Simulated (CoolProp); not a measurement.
A Linde-Hampson liquefier for ethane: isothermal reversible compression at 320 K from 1 atm to 20 MPa, throttling to 1 atm, return gas leaving the recuperator 5 K below the feed. Each further row changes one setting.

Computed with CoolProp (reference Helmholtz-energy equation of state, Bücker 2006).

```tsv
case	liquid yield per pass	compression work (kJ/kg of gas)
as stated	0.458	366
high pressure 40 MPa	0.454	414
warm-end temperature 350 K	0.373	429
warm-end gap 10 K	0.451	366
```
